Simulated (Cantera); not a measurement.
Charge: 1 mol C₂H₂, 0.41 mol H₂, 0.34 mol N₂, equilibrated at 27.0 Pa.

Cantera equilibrium calculation (NASA polynomials, part measured and part estimated; ideal gas, pure solids and liquids). Candidate condensed phases: C, C₆H₆, C₇H₈, C₈H₁₈; 92 gas species. Kinetics and transport are ignored.

log p: log10 of the partial pressure in bar; n: condensed amount in mol.

```
T (°C)  log p H  log p H₂  log p N₂  log p C₃  log p C  log p CN  log p C₂  log p HCN  n C(graphite)
------  -------  --------  --------  --------  -------  --------  --------  ---------  -------------
2275      -3.71     -4.41     -4.50     -5.99    -6.50     -6.07     -7.02      -5.55           1.91
2300      -3.70     -4.47     -4.51     -5.82    -6.36     -5.99     -6.85      -5.57           1.89
2325      -3.69     -4.54     -4.53     -5.67    -6.22     -5.91     -6.69      -5.58           1.86
2350      -3.68     -4.62     -4.54     -5.51    -6.08     -5.83     -6.54      -5.60           1.82
2375      -3.68     -4.69     -4.55     -5.36    -5.94     -5.76     -6.38      -5.62           1.76
2400      -3.67     -4.77     -4.56     -5.21    -5.81     -5.68     -6.23      -5.64           1.69
2425      -3.67     -4.85     -4.57     -5.07    -5.68     -5.61     -6.09      -5.66           1.58
2450      -3.68     -4.94     -4.59     -4.92    -5.56     -5.54     -5.94      -5.69     (withheld)
2475      -3.68     -5.03     -4.60     -4.78    -5.43     -5.48     -5.80      -5.72     (withheld)
2500      -3.69     -5.13     -4.63     -4.65    -5.31     -5.41     -5.66      -5.76     (withheld)
2525      -3.71     -5.24     -4.66     -4.51    -5.19     -5.36     -5.52      -5.81     (withheld)
```

Question: Some entries are withheld; supply them.

Answer: 
- 2450, n C(graphite): 1.43
- 2475, n C(graphite): 1.21
- 2500, n C(graphite): 0.899
- 2525, n C(graphite): 0.449
